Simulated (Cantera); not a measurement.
**Reactions in the system H-O-V**

Standard-state values (1 bar) from the NASA 1993 polynomials, evaluated with Cantera. Values are per mole of reaction as written; species without (g) are pure solids or liquids, kept so even where they would boil at 1 bar.

H2O(g) + 2 VO2(g) ⇌ 2 OH(g) + V2O3

| T (K) | ΔH° (kJ) | ΔS° (J/K) | ΔG° (kJ) | log10 K | condensed phases |
|---|---|---|---|---|---|
| 300 | -432.9 | -253.4 | -356.9 | 62.14 | V2O3(s) |
| 2273 | -321.9 | -149.2 | 17.2 | -0.40 | V2O3(s) |
| 2423 | -194.4 | -94.7 | 35.1 | -0.76 | V2O3(l) |
| 2573 | -185.6 | -91.2 | 49.0 | -1.00 | V2O3(l) |
| 2723 | -176.8 | -87.9 | 62.5 | -1.20 | V2O3(l) |
| 2873 | -168.0 | -84.7 | 75.4 | -1.37 | V2O3(l) |
